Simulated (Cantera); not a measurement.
Input: 1 mol Al2O3, 6.6 mol H2O, held at 1975 °C and 170 Pa.

Method: chemical equilibrium by Gibbs-energy minimisation in Cantera with the NASA 1993 tables (ideal gas, pure condensed phases). Candidate condensed phases: Al, Al2O3, H2O; 19 gas species. Kinetics and transport are ignored.

Base state: H2O 0.698, H2 0.116, H 0.0608, OH 0.0547, O2 0.0498, O 0.0197, AlO2H 0.000137 (mole fractions); condensed: Al2O3(s).

Problem. What changes in the equilibrium state with this change: temperature from 1975 °C to 1050 °C?

Solution. 
```json
[
 {"species": "H2O", "before": "0.698", "after": "1.000"},
 {"species": "H2", "before": "0.116", "after": "0.000276"},
 {"species": "O2", "before": "0.0498", "after": "0.000130"},
 {"species": "H", "before": "0.0608", "after": "6.41e-7"},
 {"species": "O", "before": "0.0197", "after": "7.37e-8"},
 {"species": "OH", "before": "0.0547", "after": "3.35e-5"},
 {"species": "AlO2H", "before": "0.000137", "after": "<1e-9"},
 {"species": "Al2O3(s), mol", "before": "0.999", "after": "1.00"}
]
```
